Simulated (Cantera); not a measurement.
Input: 1 mol CF4, 0.19 mol CH4, equilibrated at 1573.15 K and 9.90 Pa.

Method: chemical equilibrium by Gibbs-energy minimisation in Cantera with the NASA 1993 tables (ideal gas, pure condensed phases). Gases not in the tables: C2F6 and larger saturated fluorocarbons. Rates play no part.

```
species             before  after
----------------  --------  -----
CF4                  0.506  0.516
HF                   0.480  0.484
CF2                0.00864  <1e-9
F                  0.00546  <1e-9
CF3               0.000439  <1e-9
C(graphite), mol     0.375  0.380
```
Gas species are given as mole fractions.

### Question
Which change was made?
A) temperature from 1573.15 K to 898.15 K
B) CH4 from 0.19 to 0.0094 mol
C) CH4 from 0.19 to 1.8 mol
D) temperature from 1573.15 K to 2223 K

### Answer
A, temperature from 1573.15 K to 898.15 K. Condensed phases not in the tables: fluorocarbon polymer
